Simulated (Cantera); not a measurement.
A freely propagating, adiabatic, planar premixed flame of H2 : O2 : N2 = 1 : 0.5 : 2.05 (molar parts), equivalence ratio 1.0, unburnt at 400 K and 0.132 atm; mixture-averaged transport, grid criteria slope 0.08 and curve 0.16, no radiation.

Model: the H2/O2 subset of GRI-Mech 3.0, which has no nitrogen chemistry, integrated in Cantera. Burning velocities carry a grid error of a few per cent, more on coarse grids.

Question: How do the results move with these cheaper or finer settings: unity-Lewis-number transport; multicomponent transport; multicomponent+Soret transport; grid criteria slope 0.5, curve 1; grid criteria slope 0.25, curve 0.5; grid criteria slope 0.03, curve 0.06?

Answer: 
```
setting                               laminar burning velocity  thermal thickness  peak x(OH)  peak x(HO2)  grid points
------------------------------------  ------------------------  -----------------  ----------  -----------  -----------
as above                                              282 cm/s            5.95 mm      0.0142     0.000103          138
unity-Lewis-number transport                          177 cm/s            4.34 mm      0.0142      8.12e-5          129
multicomponent transport                              276 cm/s            5.92 mm      0.0142     0.000104          138
multicomponent+Soret transport                        261 cm/s            5.81 mm      0.0141     0.000104          138
grid criteria slope 0.5, curve 1                      304 cm/s            7.42 mm      0.0142      9.54e-5           45
grid criteria slope 0.25, curve 0.5                   293 cm/s            6.36 mm      0.0146      9.98e-5           75
grid criteria slope 0.03, curve 0.06                  278 cm/s            5.82 mm      0.0142     0.000104          313
```
Unity Lewis numbers drop preferential diffusion, which matters most where H2 and H carry the flame; Soret adds thermal diffusion.
